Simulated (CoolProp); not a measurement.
Saturation properties of n-octane.

Computed with CoolProp (reference Helmholtz-energy equation of state, Beckmüller 2019).

| T (°C) | p (kPa) | liquid cp (kJ/(kg K)) | vapour viscosity (µPa s) | liquid conductivity (mW/(m K)) |
|---|---|---|---|---|
| 56.35 | 8.951 | 2.347 | 6.30 | 115 |
| 73.85 | 18.48 | 2.419 | 6.61 | 110 |
| 91.25 | 34.95 | 2.493 | 6.92 | 105 |
| 108.75 | 61.83 | 2.570 | 7.23 | 101 |
| 126.25 | 103.0 | 2.650 | 7.54 | 96.4 |
| 143.65 | 162.8 | 2.733 | 7.86 | 92.1 |
| 161.15 | 247.2 | 2.821 | 8.20 | 87.9 |
| 178.55 | 360.9 | 2.914 | 8.57 | 83.8 |
| 196.05 | 511.6 | 3.015 | 9.01 | 79.9 |

It boils at 125.6 °C under 1 atm.

Viscosity comes from a separate model (Huber 2004). Thermal conductivity comes from a separate model (Huber 2005).
